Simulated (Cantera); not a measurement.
A perfectly stirred reactor is fed with NH3 : N2 = 1 : 0.26 (molar parts), at 0.560 bar; it is held at 1575 K, and followed from long to short residence time.

Cantera simulation using the gas-phase N/H chemistry of the illustrative SiF4/NH3 mechanism in the Surface Chemkin manual (1991); the numbers are that mechanism's predictions, not measurements. Walls and surfaces, which speed up NH3 decomposition in real reactors, are not modelled.

x: mole fraction; the columns are a selection and need not sum to one.

```json
[
 {"τ (s)": "2.7", "x NH3": "0.655", "x N2H2": "3.94e-7", "x N2": "0.229", "x NH": "2.26e-7", "x H": "5.27e-6"},
 {"τ (s)": "1.1", "x NH3": "0.728", "x N2H2": "4.86e-7", "x N2": "0.217", "x NH": "2.22e-7", "x H": "2.46e-6"},
 {"τ (s)": "0.43", "x NH3": "0.766", "x N2H2": "5.38e-7", "x N2": "0.211", "x NH": "…", "x H": "…"},
 {"τ (s)": "0.17", "x NH3": "0.782", "x N2H2": "5.56e-7", "x N2": "0.208", "x NH": "1.83e-7", "x H": "4.24e-7"},
 {"τ (s)": "0.069", "x NH3": "0.789", "x N2H2": "5.53e-7", "x N2": "0.207", "x NH": "1.67e-7", "x H": "1.76e-7"},
 {"τ (s)": "0.028", "x NH3": "0.792", "x N2H2": "5.26e-7", "x N2": "0.207", "x NH": "1.54e-7", "x H": "…"},
 {"τ (s)": "0.011", "x NH3": "0.793", "x N2H2": "4.53e-7", "x N2": "0.206", "x NH": "1.34e-7", "x H": "3.03e-8"},
 {"τ (s)": "0.0044", "x NH3": "0.793", "x N2H2": "3.08e-7", "x N2": "0.206", "x NH": "9.84e-8", "x H": "1.30e-8"},
 {"τ (s)": "0.0018", "x NH3": "0.794", "x N2H2": "1.23e-7", "x N2": "0.206", "x NH": "4.64e-8", "x H": "6.08e-9"},
 {"τ (s)": "0.00071", "x NH3": "0.794", "x N2H2": "2.37e-8", "x N2": "0.206", "x NH": "1.09e-8", "x H": "3.92e-9"},
 {"τ (s)": "0.00028", "x NH3": "0.794", "x N2H2": "3.48e-9", "x N2": "0.206", "x NH": "1.82e-9", "x H": "3.54e-9"}
]
```

Question: Some entries are withheld; supply them.

Answer: 
- 0.43, x NH: 2.04e-7
- 0.43, x H: 1.03e-6
- 0.028, x H: 7.35e-8
